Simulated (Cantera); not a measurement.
A closed system holds: 1 mol borazine, 3 mol N2, 4.1 mol H2, 0.23 mol H2O, held at 2275 K and 1000 Pa.

Cantera equilibrium calculation (NASA polynomials, part measured and part estimated; ideal gas, pure solids and liquids). Candidate condensed phases: B, BN, B2O3, B3O3H3, H2O; 39 gas species. The feed counts by its element totals alone. The tables' values for BH2 are old estimates; treat these amounts as uncertain. Equilibrium is a limit: real reactors are often held back by kinetics, nucleation or transport.

Base state: H2 0.554, N2 0.363, H 0.0632, BO 0.0101, HBO 0.00774, BH2 0.00103, B 0.000739, B2O 0.000272 (mole fractions); condensed: B(s).

What changes in the equilibrium state with this change: N2 from 3 to 37 mol?


```
species       before     after
----------  --------  --------
N2             0.363     0.818
H2             0.554     0.144
H             0.0632    0.0323
BO            0.0101   0.00355
B2O2        0.000206   2.54e-5
HBO          0.00774   0.00139
BH2          0.00103  0.000196
B(s), mol       2.74         0
BN(s), mol         0      2.73
```

What changes in the equilibrium state with this change: temperature from 2275 K to 850 K?


```tsv
species	before	after
H2	0.554	0.704
N2	0.363	0.295
H2O	6.82e-7	0.00102
H	0.0632	<1e-9
BO	0.0101	<1e-9
HBO	0.00774	<1e-9
BH2	0.00103	<1e-9
B	0.000739	<1e-9
B(s), mol	2.74	0
BN(s), mol	0	2.85
B2O3(l), mol	0	0.0731
```

What changes in the equilibrium state with this change: pressure from 1000 Pa to 37.0 Pa?


| species | before | after |
|---|---|---|
| H2 | 0.554 | 0.377 |
| N2 | 0.363 | 0.315 |
| H | 0.0632 | 0.271 |
| B | 0.000739 | 0.0200 |
| BO | 0.0101 | 0.0140 |
| B2O2 | 0.000206 | 1.46e-5 |
| BN | 2.59e-5 | 0.000125 |
| HBO | 0.00774 | 0.00170 |
| BH | 5.18e-5 | 0.000222 |
| B(s), mol | 2.74 | 2.46 |
